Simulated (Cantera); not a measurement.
An isothermal, constant-pressure homogeneous reactor starts with H₂ : O₂ = 0.0056 : 1 (molar parts), at 1398 K and 3.83 Torr.

Cantera simulation using the H2/O2 subset of GRI-Mech 3.0, which has no nitrogen chemistry; the numbers are that mechanism's predictions, not measurements. Radical loss at walls, strong at low pressure, is not modelled.

x: mole fraction; the columns are a selection and need not sum to one.

| t (s) | x H₂ | x O₂ | x H₂O | x H | x OH | x HO₂ | x O |
|---|---|---|---|---|---|---|---|
| 1.00e-6 | 0.00557 | 0.994 | <1e-12 | 4.77e-11 | <1e-12 | 4.82e-11 | <1e-12 |
| 7.04e-6 | 0.00557 | 0.994 | <1e-12 | 3.17e-10 | 2.23e-11 | 3.39e-10 | 2.24e-11 |
| 4.96e-5 | 0.00557 | 0.994 | 1.31e-11 | 1.55e-9 | 8.52e-10 | ? | 8.56e-10 |
| 0.000349 | 0.00557 | 0.994 | 1.94e-9 | 3.22e-9 | 1.50e-8 | ? | 1.56e-8 |
| 0.00246 | 0.00557 | 0.994 | 2.05e-7 | 1.84e-8 | 2.66e-7 | ? | 3.06e-7 |
| 0.0173 | 0.00178 | 0.991 | 0.00300 | 0.000135 | 0.00144 | ? | 0.00287 |
| 0.122 | 1.23e-5 | 0.989 | 0.00514 | 8.97e-5 | 0.000741 | 8.86e-8 | 0.00494 |
| 0.859 | 1.08e-5 | 0.990 | 0.00518 | 7.36e-5 | 0.000696 | 8.27e-8 | 0.00432 |
| 6.05 | 5.23e-6 | 0.992 | 0.00532 | 2.41e-5 | 0.000484 | ? | 0.00204 |
| 42.6 | 5.49e-7 | 0.994 | 0.00550 | 7.95e-7 | 0.000157 | 1.63e-8 | 0.000207 |
| 300 | 4.11e-8 | 0.994 | 0.00556 | 1.61e-8 | 4.30e-5 | 1.69e-8 | 1.54e-5 |

Task: Complete the blanks.

Result: 
- 4.96e-5, x HO₂: 2.39e-9
- 0.000349, x HO₂: 1.68e-8
- 0.00246, x HO₂: 1.18e-7
- 0.0173, x HO₂: 1.56e-7
- 6.05, x HO₂: 5.52e-8
